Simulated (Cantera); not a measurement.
Input: 1 mol HgO, 2.6 mol H₂, equilibrated at 352 °C.

Method: chemical equilibrium by Gibbs-energy minimisation in Cantera with the NASA 1993 tables (ideal gas, pure condensed phases). Candidate condensed phases: H₂O, Hg, HgO; 10 gas species. The numbers say what is thermodynamically allowed, not how fast it happens.

Question: Which condensed phases are stable at each of these points (P (Pa)): 10, 36, 130, 460, 1700, 6000, 22000, 77000, 280000, 1000000?

Answer: 
| P (Pa) | condensed phases | Hg condensed (%) |
|---|---|---|
| 10 | gas only | 0.0 |
| 36 | gas only | 0.0 |
| 130 | gas only | 0.0 |
| 460 | gas only | 0.0 |
| 1700 | gas only | 0.0 |
| 6000 | gas only | 0.0 |
| 22000 | gas only | 0.0 |
| 77000 | gas only | 0.0 |
| 280000 | gas only | 0.0 |
| 1000000 | Hg(l) | 73.8 |

From 10.0 Pa to 2.80 bar nothing is condensed. At 10.0 bar the condensed part is Hg(l).
